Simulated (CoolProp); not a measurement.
Properties of R1336mzz(E) along the isobar 1130 kPa (Tc = 130.4 °C, pc = 2779 kPa, ω = 0.413).

The numbers come from the reference Helmholtz-energy equation of state, Akasaka 2023 in CoolProp.

| T (°C) | phase | cv (kJ/(kg K)) | speed of sound (m/s) | isothermal compressibility (1/MPa) | expansivity (1/kK) | fugacity coefficient |
|---|---|---|---|---|---|---|
| 44.25 | liquid | 0.8900 | 484.2 | 0.004795 | 2.693 | 0.2969 |
| 51.95 | liquid | 0.8942 | 448.4 | 0.005759 | 2.929 | 0.3641 |
| 59.75 | liquid | 0.8988 | 411.7 | 0.007063 | 3.227 | 0.4412 |
| 67.45 | liquid | 0.9038 | 375.1 | 0.008846 | 3.604 | 0.5262 |
| 75.15 | liquid | 0.9094 | 337.7 | 0.01143 | 4.106 | 0.6199 |
| 82.85 | liquid | 0.9159 | 299.3 | 0.01541 | 4.812 | 0.7216 |
| 90.55 | gas | 0.8741 | 106.3 | 1.317 | 7.947 | 0.7916 |
| 98.25 | gas | 0.8737 | 111.1 | 1.238 | 6.852 | 0.8071 |
| 105.95 | gas | 0.8743 | 115.4 | 1.183 | 6.070 | 0.8211 |
| 113.75 | gas | 0.8756 | 119.3 | 1.140 | 5.473 | 0.8339 |
| 121.45 | gas | 0.8774 | 122.7 | 1.107 | 5.011 | 0.8454 |
| 129.15 | gas | 0.8796 | 125.9 | 1.081 | 4.636 | 0.8560 |
| 136.85 | gas | 0.8821 | 128.9 | 1.060 | 4.325 | 0.8656 |
